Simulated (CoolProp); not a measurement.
CH3F (R41) at 298.15 K and 5.54 MPa is throttled through a valve to 0.729 MPa with no heat exchange. Each further row changes one setting.

Model: reference Helmholtz-energy equation of state, Lemmon 2006, in CoolProp. It is a short technical equation, of lower accuracy than the large ones.

```json
[
 {"case": "as stated", "temperature change (K)": "-58.4", "final phase": "two-phase, vapour fraction 0.353", "final density (kg/m³)": "39.9"},
 {"case": "outlet pressure 0.219 MPa", "temperature change (K)": "-88.1", "final phase": "two-phase, vapour fraction 0.452", "final density (kg/m³)": "10.1"},
 {"case": "outlet pressure 0.948 MPa", "temperature change (K)": "-50.7", "final phase": "two-phase, vapour fraction 0.323", "final density (kg/m³)": "55.7"}
]
```
